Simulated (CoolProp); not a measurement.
Properties of diethyl ether along the isotherm 274.85 °C (Tc = 194.7 °C, pc = 3.717 MPa, ω = 0.282).

Values from CoolProp's reference Helmholtz-energy equation of state, Thol 2014.

```json
[
 {"p (MPa)": "1.16", "phase": "gas", "Z": "0.9376", "cp (kJ/(kg K))": "2.437", "cv (kJ/(kg K))": "2.279", "Joule-Thomson coefficient (K/MPa)": "5.406"},
 {"p (MPa)": "2.32", "phase": "gas", "Z": "0.8695", "cp (kJ/(kg K))": "2.526", "cv (kJ/(kg K))": "2.300", "Joule-Thomson coefficient (K/MPa)": "5.880"},
 {"p (MPa)": "3.48", "phase": "gas", "Z": "0.7958", "cp (kJ/(kg K))": "2.658", "cv (kJ/(kg K))": "2.323", "Joule-Thomson coefficient (K/MPa)": "6.331"},
 {"p (MPa)": "4.65", "phase": "supercritical", "Z": "0.7178", "cp (kJ/(kg K))": "2.850", "cv (kJ/(kg K))": "2.348", "Joule-Thomson coefficient (K/MPa)": "6.626"},
 {"p (MPa)": "5.81", "phase": "supercritical", "Z": "0.6421", "cp (kJ/(kg K))": "3.107", "cv (kJ/(kg K))": "2.373", "Joule-Thomson coefficient (K/MPa)": "6.538"},
 {"p (MPa)": "6.97", "phase": "supercritical", "Z": "0.5775", "cp (kJ/(kg K))": "3.383", "cv (kJ/(kg K))": "2.391", "Joule-Thomson coefficient (K/MPa)": "5.891"},
 {"p (MPa)": "8.13", "phase": "supercritical", "Z": "0.5347", "cp (kJ/(kg K))": "3.542", "cv (kJ/(kg K))": "2.396", "Joule-Thomson coefficient (K/MPa)": "4.726"},
 {"p (MPa)": "9.29", "phase": "supercritical", "Z": "0.5184", "cp (kJ/(kg K))": "3.514", "cv (kJ/(kg K))": "2.389", "Joule-Thomson coefficient (K/MPa)": "3.475"},
 {"p (MPa)": "10.5", "phase": "supercritical", "Z": "0.5224", "cp (kJ/(kg K))": "3.403", "cv (kJ/(kg K))": "2.376", "Joule-Thomson coefficient (K/MPa)": "2.489"},
 {"p (MPa)": "11.6", "phase": "supercritical", "Z": "0.5368", "cp (kJ/(kg K))": "3.306", "cv (kJ/(kg K))": "2.365", "Joule-Thomson coefficient (K/MPa)": "1.886"},
 {"p (MPa)": "12.8", "phase": "supercritical", "Z": "0.5587", "cp (kJ/(kg K))": "3.221", "cv (kJ/(kg K))": "2.355", "Joule-Thomson coefficient (K/MPa)": "1.440"},
 {"p (MPa)": "13.9", "phase": "supercritical", "Z": "0.5822", "cp (kJ/(kg K))": "3.160", "cv (kJ/(kg K))": "2.346", "Joule-Thomson coefficient (K/MPa)": "1.154"},
 {"p (MPa)": "15.1", "phase": "supercritical", "Z": "0.6098", "cp (kJ/(kg K))": "3.108", "cv (kJ/(kg K))": "2.338", "Joule-Thomson coefficient (K/MPa)": "0.9253"},
 {"p (MPa)": "16.3", "phase": "supercritical", "Z": "0.6387", "cp (kJ/(kg K))": "3.067", "cv (kJ/(kg K))": "2.332", "Joule-Thomson coefficient (K/MPa)": "0.7544"},
 {"p (MPa)": "17.4", "phase": "supercritical", "Z": "0.6660", "cp (kJ/(kg K))": "3.036", "cv (kJ/(kg K))": "2.326", "Joule-Thomson coefficient (K/MPa)": "0.6321"},
 {"p (MPa)": "18.6", "phase": "supercritical", "Z": "0.6962", "cp (kJ/(kg K))": "3.008", "cv (kJ/(kg K))": "2.321", "Joule-Thomson coefficient (K/MPa)": "0.5250"}
]
```
